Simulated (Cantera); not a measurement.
Feed: 1 mol TiC, 0.21 mol C, 0.05 mol H2, at 1252 °C and 0.133 bar.

Cantera equilibrium calculation (NASA polynomials, part measured and part estimated; ideal gas, pure solids and liquids). Candidate condensed phases: C, C6H6, C7H8, C8H18, Ti, TiC; 77 gas species. TiC: taken at fixed stoichiometry. The numbers say what is thermodynamically allowed, not how fast it happens.

Base state: H2 1.000, CH4 0.000304, H 6.48e-5, C2H2 (acetylene) 1.21e-5 (mole fractions); condensed: C(graphite) + TiC(s).

**Question.** What changes in the equilibrium state with this change: TiC replaced by SiC?

**Answer.** 
```
species             before     after
----------------  --------  --------
H2                   1.000     1.000
CH4               0.000304  0.000304
H                  6.48e-5   6.48e-5
C2H2 (acetylene)   1.21e-5   1.21e-5
C(graphite), mol     0.210     0.210
TiC(s), mol           1.00         0
SiC(s), mol              0      1.00
```
Further candidate phases: Si, SiC.

**Question.** What changes in the equilibrium state with this change: temperature from 1252 °C to 2200 °C?

**Answer.** 
| species | before | after |
|---|---|---|
| H2 | 1.000 | 0.932 |
| H | 6.48e-5 | 0.0590 |
| C2H2 (acetylene) | 1.21e-5 | 0.00899 |
| C2H | <1e-9 | 3.85e-5 |
| C4H2 | <1e-9 | 3.57e-5 |
| CH3 | 4.00e-7 | 2.08e-5 |
| CH4 | 0.000304 | 1.82e-5 |
| C(graphite), mol | 0.210 | 0.209 |
| TiC(s), mol | 1.00 | 1.00 |
